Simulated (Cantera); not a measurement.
Charge: 1 mol H2S, a varied amount of O2, 1 mol H2, held at 750 K and 2.60e7 Pa.

Cantera equilibrium calculation (NASA polynomials, part measured and part estimated; ideal gas, pure solids and liquids). Candidate condensed phases: H2O, H2SO4, S; 19 gas species. The ideal-gas law is rough above about 30 bar. Gases not in the tables: S3 to S7. Equilibrium is a limit: real reactors are often held back by kinetics, nucleation or transport.

Q: At 1.4 mol O2, list the 4 most abundant gas species with their mole fractions, and the condensed phases.

A: H2O 0.807, SO2 0.174, H2S 0.0179, S8 0.00138. Condensed: S(l).
